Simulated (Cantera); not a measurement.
Feed: 1 mol Al, 1.5 mol N2O, 93 mol H2, at 1702 °C and 0.248 Torr.

Cantera equilibrium calculation (NASA polynomials, part measured and part estimated; ideal gas, pure solids and liquids). Candidate condensed phases: Al, AlN, Al2O3, H2O; 35 gas species. The tables' values for AlOH are old estimates; treat these amounts as uncertain. The numbers say what is thermodynamically allowed, not how fast it happens.

Base state: H2 0.910, H 0.0719, N2 0.0153, H2O 0.00158, Al 0.000919, Al2O 8.84e-5, AlOH 5.09e-5, OH 1.19e-5 (mole fractions); condensed: Al2O3(s).

What changes in the equilibrium state with this change: temperature from 1702 °C to 977 °C?


| species | before | after |
|---|---|---|
| H2 | 0.910 | 0.984 |
| N2 | 0.0153 | 0.0159 |
| H | 0.0719 | 2.64e-5 |
| H2O | 0.00158 | 9.30e-8 |
| Al | 0.000919 | 2.92e-9 |
| Al2O | 8.84e-5 | <1e-9 |
| AlOH | 5.09e-5 | <1e-9 |
| OH | 1.19e-5 | <1e-9 |
| Al2O3(s), mol | 0.443 | 0.500 |
